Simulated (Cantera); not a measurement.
An isothermal, constant-pressure homogeneous reactor starts with CH4 : N2 = 1 : 3 (molar parts), at 1825 K and 0.0133 bar. Integrator tolerance rtol = 1e-08.

Detailed kinetics in Cantera: GRI-Mech 3.0 (53 species, 325 reactions). GRI-Mech 3.0 stops at C3 and has no aromatics, soot or wall deposition, so with more carbon than oxygen in the feed, carbon stays in small species such as C2H2 where larger ones or solid carbon would form. Radical loss at walls, strong at low pressure, is not modelled.

Q: What does this change do: N2 3 to 0.56 parts?

A: 
```json
[
 {"quantity": "x(CH4) at 60.0 s", "before": "2.85e-5 (gas-phase equilibrium 2.31e-5)", "after": "0.000124 (gas-phase equilibrium 0.000109)"},
 {"quantity": "x(C2H) at 60.0 s", "before": "6.81e-6 (gas-phase equilibrium 3.33e-6)", "after": "9.52e-6 (gas-phase equilibrium 7.12e-6)"},
 {"quantity": "x(H2) at 60.0 s", "before": "0.299 (gas-phase equilibrium 0.299)", "after": "0.583 (gas-phase equilibrium 0.583)"},
 {"quantity": "x(CH2) at 60.0 s", "before": "3.25e-8 (gas-phase equilibrium 2.63e-8)", "after": "7.26e-8 (gas-phase equilibrium 6.36e-8)"},
 {"quantity": "x(CH3) at 60.0 s", "before": "4.03e-6 (gas-phase equilibrium 3.26e-6)", "after": "1.26e-5 (gas-phase equilibrium 1.10e-5)"},
 {"quantity": "x(HCN) at 60.0 s", "before": "0.000102 (gas-phase equilibrium 0.102)", "after": "4.33e-5 (gas-phase equilibrium 0.0982)"},
 {"quantity": "x(C2H4) at 60.0 s", "before": "7.78e-6 (gas-phase equilibrium 3.80e-6)", "after": "2.97e-5 (gas-phase equilibrium 2.22e-5)"}
]
```

Q: What does this change do: temperature 1825 to 1775 K?

A: 
```csv
quantity,before,after
x(CH4) at 60.0 s,2.85e-5 (gas-phase equilibrium 2.31e-5),4.52e-5 (gas-phase equilibrium 3.39e-5)
x(C2H) at 60.0 s,6.81e-6 (gas-phase equilibrium 3.33e-6),3.62e-6 (gas-phase equilibrium 1.81e-6)
x(H2) at 60.0 s,0.299 (gas-phase equilibrium 0.299),0.299 (gas-phase equilibrium 0.299)
x(CH2) at 60.0 s,3.25e-8 (gas-phase equilibrium 2.63e-8),2.14e-8 (gas-phase equilibrium 1.61e-8)
x(CH3) at 60.0 s,4.03e-6 (gas-phase equilibrium 3.26e-6),4.21e-6 (gas-phase equilibrium 3.16e-6)
x(HCN) at 60.0 s,0.000102 (gas-phase equilibrium 0.102),5.03e-5 (gas-phase equilibrium 0.100)
x(C2H4) at 60.0 s,7.78e-6 (gas-phase equilibrium 3.80e-6),1.10e-5 (gas-phase equilibrium 5.49e-6)
```
